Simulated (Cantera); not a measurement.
Feed: 1 mol Al2O3, 2.7 mol HCl, 9.1 mol O2, at 1573.15 K and 0.578 Torr.

Cantera equilibrium calculation (NASA polynomials, part measured and part estimated; ideal gas, pure solids and liquids). Candidate condensed phases: Al, AlCl3, Al2O3, H2O; 29 gas species. Equilibrium is a limit: real reactors are often held back by kinetics, nucleation or transport.

Base state: O2 0.740, HCl 0.155, Cl 0.0687, H2O 0.0344, OH 0.000693, Cl2 0.000416, O 0.000324, ClO 3.69e-5 (mole fractions); condensed: Al2O3(s).

Task: What changes in the equilibrium state with this change: pressure from 0.578 Torr to 34.5 Torr?

Result: 
```
species          before    after
-------------  --------  -------
O2                0.740    0.755
HCl               0.155    0.180
Cl               0.0687   0.0347
H2O              0.0344   0.0237
Cl2            0.000416  0.00635
HOCl            1.25e-6  1.13e-5
O              0.000324  4.24e-5
Al2O3(s), mol     1.000    1.000
```
